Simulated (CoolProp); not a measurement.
Vapour-liquid equilibrium of CHF3 (R23) (1) + propane (2) at 2.25 °C; x and y are mole fractions of (1).

Values from CoolProp's multi-fluid Helmholtz-energy mixture model, Penoncello 2003 and Lemmon 2009; pair parameters Bell 2016.

### Question
Give the bubble pressure and the first vapour's composition at x = 0.05, 0.35, 0.55. Is there an azeotrope?

### Answer
x = 0.05: 0.8595 MPa, y = 0.391; x = 0.35: 2.002 MPa, y = 0.736; x = 0.55: 2.285 MPa, y = 0.783. No azeotrope shows between x = 0.05 and 0.95.

Pair parameters are fitted to limited data, so mixtures are less certain than the pure fluids. With so large a gap from Raoult's law the liquid may split in two, which this calculation doesn't test in full.
